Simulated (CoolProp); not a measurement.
R1233zd(E) along the isotherm 176.85 °C: density (kg/m³) from the reference equation and from simpler models built on Tc = 165.7 °C, pc = 3.583 MPa, ω = 0.304; each cubic takes its own stable root.

Model: reference Helmholtz-energy equation of state, Akasaka 2022, in CoolProp.

```tsv
p (MPa)	phase	reference
0.138	gas	4.875
0.276	gas	9.878
0.413	gas	14.98
0.551	gas	20.27
0.689	gas	25.71
0.827	gas	31.32
0.965	gas	37.11
1.1	gas	42.96
1.24	gas	49.24
1.38	gas	55.75
1.52	gas	62.52
1.65	gas	69.06
1.79	gas	76.40
```

Q: How far does each simpler model (ideal gas, Redlich-Kwong, Soave-Redlich-Kwong) lie from the reference over these 13 states: mean and median of the absolute difference, and the worst?

A: 
- ideal gas: mean 9.5 %, median 9.3 %, worst -18.3 % at 176.85 °C and 1.79 MPa
- Redlich-Kwong: mean 0.3 %, median 0.3 %, worst -0.6 % at 176.85 °C and 1.79 MPa
- Soave-Redlich-Kwong: mean 0.5 %, median 0.5 %, worst -1.0 % at 176.85 °C and 1.79 MPa
